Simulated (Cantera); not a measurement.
A perfectly stirred reactor is fed with C₂H₆ : H₂ = 1 : 59 (molar parts), at 0.000130 bar; it is held at 1623 K, and followed from long to short residence time.

Cantera simulation using GRI-Mech 3.0 (53 species, 325 reactions); the numbers are that mechanism's predictions, not measurements. GRI-Mech 3.0 stops at C3 and has no aromatics, soot or wall deposition, so with more carbon than oxygen in the feed, carbon stays in small species such as C2H2 where larger ones or solid carbon would form. Radical loss at walls, strong at low pressure, is not modelled.

What does this change do: temperature 1623 to 1450 K?


```tsv
quantity	before	after
x(C₂H₆) at τ = 28.0 s	1.40e-5	6.42e-5
x(H₂) at τ = 28.0 s	0.974	0.974
x(C₂H₄) at τ = 28.0 s	7.72e-5	0.000361
x(CH₂) at τ = 28.0 s	1.38e-6	2.17e-7
x(C₂H₂) at τ = 28.0 s	0.00943	0.00734
x(C₂H₆) at τ = 71.0 ms	0.00375	0.0113
x(H₂) at τ = 71.0 ms	0.972	0.980
x(C₂H₄) at τ = 71.0 ms	0.00290	0.00240
x(CH₂) at τ = 71.0 ms	3.76e-6	2.80e-7
x(C₂H₂) at τ = 71.0 ms	0.00103	8.46e-5
```

What does this change do: H2 59 to 25 parts?


| quantity | before | after |
|---|---|---|
| x(C₂H₆) at τ = 28.0 s | 1.40e-5 | 3.12e-5 |
| x(H₂) at τ = 28.0 s | 0.974 | 0.949 |
| x(C₂H₄) at τ = 28.0 s | 7.72e-5 | 0.000196 |
| x(CH₂) at τ = 28.0 s | 1.38e-6 | 2.22e-6 |
| x(C₂H₂) at τ = 28.0 s | 0.00943 | 0.0246 |
| x(C₂H₆) at τ = 71.0 ms | 0.00375 | 0.00750 |
| x(H₂) at τ = 71.0 ms | 0.972 | 0.938 |
| x(C₂H₄) at τ = 71.0 ms | 0.00290 | 0.00620 |
| x(CH₂) at τ = 71.0 ms | 3.76e-6 | 8.33e-6 |
| x(C₂H₂) at τ = 71.0 ms | 0.00103 | 0.00279 |

What does this change do: C2H6 1 to 0.22 parts?


| quantity | before | after |
|---|---|---|
| x(C₂H₆) at τ = 28.0 s | 1.40e-5 | 3.87e-6 |
| x(H₂) at τ = 28.0 s | 0.974 | 0.992 |
| x(C₂H₄) at τ = 28.0 s | 7.72e-5 | 1.69e-5 |
| x(CH₂) at τ = 28.0 s | 1.38e-6 | 2.81e-7 |
| x(C₂H₂) at τ = 28.0 s | 0.00943 | 0.00151 |
| x(C₂H₆) at τ = 71.0 ms | 0.00375 | 0.00121 |
| x(H₂) at τ = 71.0 ms | 0.972 | 0.993 |
| x(C₂H₄) at τ = 71.0 ms | 0.00290 | 0.000734 |
| x(CH₂) at τ = 71.0 ms | 3.76e-6 | 3.93e-7 |
| x(C₂H₂) at τ = 71.0 ms | 0.00103 | 0.000128 |
